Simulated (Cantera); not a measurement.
A closed system holds: 1 mol SO2, 0.64 mol O2, 1 mol H2O, held at 1200 °C and 0.100 bar.

Method: chemical equilibrium by Gibbs-energy minimisation in Cantera with the NASA 1993 tables (ideal gas, pure condensed phases). Candidate condensed phases: H2O, H2SO4, S; 19 gas species. Kinetics and transport are ignored.

Base state: H2O 0.379, SO2 0.377, O2 0.241, SO3 0.00252, OH 0.000221 (mole fractions); condensed: gas only.

Question: What changes in the equilibrium state with this change: H2O from 1 to 2.9 mol?

Answer: 
```csv
species,before,after
H2O,0.379,0.639
SO2,0.377,0.219
O2,0.241,0.140
SO3,0.00252,0.00112
OH,0.000221,0.000250
```

Question: What changes in the equilibrium state with this change: H2O from 1 to 7.3 mol?

Answer: 
| species | before | after |
|---|---|---|
| H2O | 0.379 | 0.817 |
| SO2 | 0.377 | 0.111 |
| O2 | 0.241 | 0.0713 |
| SO3 | 0.00252 | 0.000405 |
| H2 | 3.20e-6 | 1.27e-5 |
| OH | 0.000221 | 0.000239 |

Question: What changes in the equilibrium state with this change: 1.9 mol NH3 added?

Answer: 
```tsv
species	before	after
H2O	0.379	0.613
N2	0	0.173
SO2	0.377	0.0826
O2	0.241	1.30e-9
S2	<1e-9	0.0389
H2S	<1e-9	0.0182
H2	3.20e-6	0.0704
SH	<1e-9	0.000760
S2O	<1e-9	0.000711
```
